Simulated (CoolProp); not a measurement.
Saturated liquid density (kg/m³) of methanol: the reference equation beside estimates from Tc = 240.2 °C, pc = 82.16 bar, ω = 0.565. Rackett uses Z = 0.29056 − 0.08775 ω.

The numbers come from the reference Helmholtz-energy equation of state, de Reuck 1993 in CoolProp.

```csv
T (°C),reference,Rackett,van der Waals,Peng-Robinson
-1.15,810.7,805.8,397.5,699.8
3.35,806.5,800.9,395.4,696.9
7.95,802.2,795.8,393.3,693.9
12.45,798.0,790.8,391.1,690.8
17.05,793.7,785.6,388.9,687.7
21.55,789.5,780.5,386.8,684.5
26.05,785.3,775.4,384.6,681.2
30.65,780.9,770.1,382.3,677.7
35.15,776.7,764.9,380.0,674.3
39.65,772.4,759.6,377.7,670.8
44.25,768.0,754.2,375.4,667.0
48.75,763.7,748.8,373.0,663.3
53.25,759.4,743.4,370.6,659.5
57.85,754.9,737.8,368.2,655.5
```

Absolute difference from the reference over all 14 rows, mean and median: Rackett 1.4 and 1.3 %, van der Waals 51.1 and 51.0 %, Peng-Robinson 13.3 and 13.2 %.
